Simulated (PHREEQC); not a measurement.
A solution holds 41 mmol/kgw HF and 0.054 mmol/kgw CsF, at 25 °C. Closed to the air; pH follows from the charge balance.

Equilibrium calculation in PHREEQC: ion-association model, wateq4f.dat.

```yaml
pH: 2.32
ionic_strength: 0.00516 mol/kgw
total_alkalinity: -41.0 meq/kg
```

| species | molality | activity | log γ |
|---|---|---|---|
| HF | 0.0305 | 0.0305 | 0.001 |
| H+ | 0.00511 | 0.00476 | -0.030 |
| F- | 0.00462 | 0.00427 | -0.034 |
| H2F2 | 0.00243 | 0.00243 | 0.001 |
| HF2- | 0.000541 | 0.000501 | -0.034 |
| Cs+ | 5.40e-5 | 5.00e-5 | -0.033 |

Precipitation was switched off in this run. wateq4f.dat counts part of the HF as a dimer, H2F2, which phreeqc.dat doesn't know; its constant is uncertain.
